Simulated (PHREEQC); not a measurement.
**Alkaline etch or developer: an equilibrium model**

A solution holds 0.062 mol NH3, 0.00019 mol H3BO3 and 0.21 mol K3PO4 per kg of water, at 25 °C. Closed to the air; pH follows from the charge balance.

All values are PHREEQC results (ion-association model, phreeqc.dat), not measurements.

Each row changes one thing in this solution. This is a speciation only: nothing precipitates in the calculation.

| case | pH | ionic strength (mol/kgw) | PO4-3 (mol/kgw) | HPO4-2 (mol/kgw) | NH4+ (mol/kgw) | H3BO3 (mol/kgw) |
|---|---|---|---|---|---|---|
| as made | 12.09 | 1.21 | 0.188 | 0.0184 | 0.000229 | 1.68e-7 |
| K3PO4 replaced by NaH2PO4 at the same molality | 6.33 | 0.323 | 4.26e-7 | 0.0562 | 0.0620 | 0.000190 |
| diluted 5-fold with water | 11.94 | 0.225 | 0.0294 | 0.0119 | 3.90e-5 | 5.31e-8 |
| NH3 from 0.062 to 0.62 mol/kgw | 12.11 | 1.22 | 0.189 | 0.0175 | 0.00218 | 1.59e-7 |
| K3PO4 replaced by KH2PO4 at the same molality | 6.33 | 0.323 | 4.32e-7 | 0.0566 | 0.0620 | 0.000190 |
| NH3 from 0.062 to 0.031 mol/kgw | 12.09 | 1.21 | 0.188 | 0.0185 | 0.000115 | 1.68e-7 |

The ionic strength passes 0.7 mol/kgw, the rough limit of the ion-association models, in as made; NH3 from 0.062 to 0.62 mol/kgw; NH3 from 0.062 to 0.031 mol/kgw.
